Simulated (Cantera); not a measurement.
Charge: 1 mol Si3H8, 0.46 mol HCl, 11 mol N2, at 1.33 mbar.

These are equilibrium values from Cantera (NASA tables, ideal gas, pure condensed phases), not measurements of a reactor. Candidate condensed phases: NH4Cl, Si, Si3N4; 28 gas species. The feed counts by its element totals alone. N2 is the only nitrogen source here; it is nearly inert below about 1500 K, so the nitride shown seldom forms there in practice. The numbers say what is thermodynamically allowed, not how fast it happens.

Question: Which condensed phases are stable at each of these points (T (°C)): 977, 1027, 1077, 1127, 1177, 1227, 1277, 1327, 1377, 1427, 1477?

Answer: 
```tsv
T (°C)	condensed phases	Si condensed (%)
977	Si3N4(s)	100.0
1027	Si3N4(s)	100.0
1077	Si3N4(s)	99.9
1127	Si3N4(s)	99.8
1177	Si3N4(s)	99.6
1227	Si3N4(s)	99.3
1277	Si3N4(s)	98.9
1327	Si3N4(s)	98.2
1377	Si3N4(s)	97.5
1427	Si(l)	97.0
1477	Si(l)	96.7
```

From 977 °C to 1377 °C the condensed part is Si3N4(s). From 1427 °C to 1477 °C the condensed part is Si(l).
